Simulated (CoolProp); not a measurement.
Vapour-liquid equilibrium of octamethyltrisiloxane (MDM) (1) + octamethylcyclotetrasiloxane (D4) (2) at 305.9 K; x and y are mole fractions of (1).

Model: multi-fluid Helmholtz-energy mixture model, Thol 2017 and Thol 2015; pair parameters Bell 2016, in CoolProp.

Task: Give the bubble pressure and the first vapour's composition at x = 0.05, 0.35, 0.5. Is there an azeotrope?

Result: x = 0.05: 0.2692 kPa, y = 0.171; x = 0.35: 0.4475 kPa, y = 0.651; x = 0.5: 0.5304 kPa, y = 0.770. No azeotrope shows between x = 0.05 and 0.95.

The pair parameters rest on a limited set of measurements; away from them the model extrapolates.
